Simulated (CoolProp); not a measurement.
Properties of propylene along the isotherm -52.85 °C (Tc = 91.1 °C, pc = 4.555 MPa, ω = 0.146).

Model: reference Helmholtz-energy equation of state, Lemmon 2013, in CoolProp.

```tsv
p (MPa)	phase	density (kg/m³)	isothermal compressibility (1/MPa)	expansivity (1/kK)	conductivity (mW/(m K))
0.072	gas	1.701	14.29	4.970	___
0.148	liquid	616.6	0.001740	1.988	148
0.304	liquid	616.7	0.001735	1.984	148
0.624	liquid	617.1	0.001725	___	148
1.28	liquid	617.8	0.001705	___	148
2.63	liquid	___	0.001667	1.933	149
5.4	liquid	___	0.001593	1.877	150
11.1	liquid	627.4	0.001463	1.777	153
22.8	liquid	637.4	0.001260	1.615	157
```

Question: What belongs in the gaps?

Answer: 
- 0.072, conductivity (mW/(m K)): 10.2
- 0.624, expansivity (1/kK): 1.977
- 1.28, expansivity (1/kK): 1.962
- 2.63, density (kg/m³): 619.2
- 5.4, density (kg/m³): 622.0

Thermal conductivity comes from a separate model (Huber 2003), an estimate that may be off by 10 % or more.
